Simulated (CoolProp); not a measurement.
Vapour-liquid equilibrium of methanol (1) + m-xylene (2) at 439.9 K; x and y are mole fractions of (1).

The numbers come from the multi-fluid Helmholtz-energy mixture model, de Reuck 1993 and Zhou 2012; pair parameters Bell 2016 in CoolProp.

Q: Give the bubble pressure and the first vapour's composition at x = 0.5, 0.725, 0.875. Is there an azeotrope?

A: x = 0.5: 1.414 MPa, y = 0.858; x = 0.725: 1.663 MPa, y = 0.903; x = 0.875: 1.861 MPa, y = 0.948. No azeotrope shows between x = 0.05 and 0.95.

The pair parameters rest on a limited set of measurements; away from them the model extrapolates. With so large a gap from Raoult's law the liquid may split in two, which this calculation doesn't test in full.
